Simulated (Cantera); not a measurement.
**NO annealing gas**

An isothermal, constant-pressure homogeneous reactor starts with 29.3 % NO, 70.7 % N2, at 2048 K and 88000 Pa.

Cantera simulation using GRI-Mech 3.0 (53 species, 325 reactions); the numbers are that mechanism's predictions, not measurements.

```csv
t (s),x NO,x O,x N2O,x N2,x O2,x NO2
5.00e-5,0.293,4.88e-6,5.73e-6,0.707,6.59e-8,1.69e-6
0.000307,0.293,2.74e-5,2.50e-5,0.707,3.23e-6,2.06e-5
0.00188,0.292,8.12e-5,4.15e-5,0.708,0.000186,6.89e-5
0.0115,0.289,9.13e-5,4.06e-5,0.709,0.00174,7.75e-5
0.0707,0.270,0.000135,3.49e-5,0.719,0.0113,0.000110
0.434,0.169,0.000263,1.34e-5,0.769,0.0614,0.000139
2.66,0.0198,0.000380,5.47e-7,0.844,0.136,2.39e-5
16.3,0.00748,0.000388,4.08e-7,0.850,0.142,9.20e-6
100,0.00748,0.000388,4.08e-7,0.850,0.142,9.20e-6
```
x: mole fraction; the columns are a selection and need not sum to one.

Equilibrium at this temperature and pressure: NO 0.00748, O 0.000388, N2O 4.08e-7, N2 0.850, O2 0.142, NO2 9.20e-6 (gas phase only).
